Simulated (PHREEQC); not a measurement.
1 kg of water holding 0.0059 mol/kgw Na2SO4 and 0.62 mol/kgw KCl is evaporated at 15 °C; the solids stay in contact with the brine. No CO2 enters from the air. The run lets Arcanite, Glaserite, Halite, Mirabilite, Misenite, Sylvite, Thenardite precipitate or redissolve, and no other solid.

Equilibrium calculation in PHREEQC: Pitzer model, pitzer.dat.

| water left (kg) | ionic strength | water activity | Sylvite (mol) | Arcanite (mol) |
|---|---|---|---|---|
| 1 | 0.638 | 0.980 | 0 | 0 |
| 0.6755 | 0.944 | 0.971 | 0 | 0 |
| 0.4563 | 1.40 | 0.957 | 0 | 0 |
| 0.3082 | ___ | 0.936 | 0 | 0 |
| 0.2082 | ___ | 0.904 | 0 | 0 |
| 0.1407 | ___ | ___ | 0.00790 | 0 |
| 0.09502 | ___ | ___ | 0.206 | 0 |
| 0.05275 | 4.63 | 0.855 | ___ | 0.00143 |
| 0.03564 | 4.68 | 0.853 | 0.463 | 0.00274 |
| 0.02407 | 4.75 | 0.851 | 0.512 | 0.00362 |
| 0.01627 | ___ | 0.847 | 0.546 | 0.00420 |
| 0.01099 | 5.05 | 0.840 | 0.569 | 0.00458 |
| 0.007426 | 5.32 | 0.830 | 0.584 | 0.00479 |
| 0.005012 | 5.77 | 0.814 | 0.594 | 0.00488 |

### Question
Some entries are withheld; supply them.

### Answer

- 0.3082, ionic strength: 2.07
- 0.2082, ionic strength: 3.06
- 0.1407, ionic strength: 4.48
- 0.1407, water activity: 0.858
- 0.09502, ionic strength: 4.54
- 0.09502, water activity: 0.857
- 0.05275, Sylvite (mol): 0.389
- 0.01627, ionic strength: 4.87
